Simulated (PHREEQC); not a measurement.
# Spent oxide etchant: an equilibrium model

Solution (45 °C): 1.3 mmol/kgw HF, 1.4 mmol/kgw H2SiF6, 140 mmol/kgw H3BO3 and 0.064 mmol/kgw HCl. Closed to the air; pH follows from the charge balance.

The numbers come from PHREEQC with the ion-association model, phreeqc.dat.

Each row changes one thing in this solution. This is a speciation only: nothing precipitates in the calculation.

```
case                               pH  ionic strength (mol/kgw)  HF (mol/kgw)  BF4- (mol/kgw)  BF2(OH)2- (mol/kgw)  BF3OH- (mol/kgw)  SI of SiO2(a) (SiO2)
-------------------------------  ----  ------------------------  ------------  --------------  -------------------  ----------------  --------------------
as made                          2.55                   0.00297       0.00134         0.00117             0.000998          0.000477                 -0.29
HF from 0.0013 to 0.013 mol/kgw  2.26                   0.00591       0.00207         0.00346              0.00123          0.000913                 -0.30
diluted 10-fold with water       3.33                  0.000483             …         5.75e-6                    …           7.76e-6                 -1.30
H3BO3 from 0.14 to 0.21 mol/kgw  2.54                   0.00307       0.00120         0.00110              0.00117          0.000503                 -0.29
HF left out                      2.60                   0.00263       0.00123        0.000938             0.000948          0.000417                 -0.29
HCl left out                     2.56                   0.00291       0.00133         0.00116              0.00101          0.000478                 -0.29
```

Question: Fill in the missing entries.

Answer: 
- diluted 10-fold with water, HF (mol/kgw): 0.000406
- diluted 10-fold with water, BF2(OH)2- (mol/kgw): 5.34e-5

Some of these states are supersaturated (in Quartz (slow to form), Chalcedony (slow to form), for instance). Away from 25 °C the constants follow the database's enthalpies or fits; those with neither stay at their 25 °C values. SiF6-2 is the database's only silicon fluoride. Real BF4- forms and hydrolyses slowly; the run takes it at equilibrium.
